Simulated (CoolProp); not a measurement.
Hydrogen chloride along the isotherm 367.2 K: fugacity coefficient from the reference equation and from simpler models built on Tc = 324.7 K, pc = 83.14 bar, ω = 0.130; each cubic takes its own stable root.

Model: reference Helmholtz-energy equation of state, Thol 2018, in CoolProp.

```
p (bar)          phase  reference
-------  -------------  ---------
0.657              gas     0.9980
1.02               gas     0.9969
1.59               gas     0.9951
2.48               gas     0.9924
3.86               gas     0.9881
6.02               gas     0.9816
9.37               gas     0.9714
14.6               gas     0.9557
22.7               gas     0.9317
35.4               gas     0.8950
55.1               gas     0.8399
85.7     supercritical     0.7587
133      supercritical     0.6428
208      supercritical     0.4999
```

Q: How far does each simpler model (Redlich-Kwong, Soave-Redlich-Kwong, Peng-Robinson) lie from the reference over these 14 states: mean and median of the absolute difference, and the worst?

A: 
- Redlich-Kwong: mean 0.7 %, median 0.3 %, worst +3.9 % at 367.2 K and 208 bar
- Soave-Redlich-Kwong: mean 1.4 %, median 0.4 %, worst +7.7 % at 367.2 K and 208 bar
- Peng-Robinson: mean 0.3 %, median 0.1 %, worst +1.3 % at 367.2 K and 208 bar
